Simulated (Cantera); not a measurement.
Charge: 1 mol Fe₂O₃, 1.2 mol H₂S, 2.8 mol N₂, 3.3 mol O₂, at 1073 K and 8250 Torr.

Equilibrium computed with Cantera from the NASA thermochemical tables; the gas is ideal and each condensed phase is pure. Candidate condensed phases: Fe, FeO, Fe(OH)₂, Fe(OH)₃, FeS, FeSO₄, FeS₂, Fe₂O₃, Fe₂(SO₄)₃, Fe₃O₄, H₂O, H₂SO₄, S; 38 gas species. Kinetics and transport are ignored.

Base state: N₂ 0.439, H₂O 0.188, O₂ 0.185, SO₃ 0.101, SO₂ 0.0870, H₂SO₄ 0.000430, NO 4.63e-5 (mole fractions); condensed: Fe₂O₃(s).

What changes in the equilibrium state with this change: pressure from 8250 Torr to 593 Torr?


| species | before | after |
|---|---|---|
| N₂ | 0.439 | 0.427 |
| O₂ | 0.185 | 0.206 |
| H₂O | 0.188 | 0.183 |
| SO₃ | 0.101 | 0.0453 |
| SO₂ | 0.0870 | 0.138 |
| H₂SO₄ | 0.000430 | 1.35e-5 |
| NO | 4.63e-5 | 4.82e-5 |
| Fe₂O₃(s), mol | 1.00 | 1.00 |
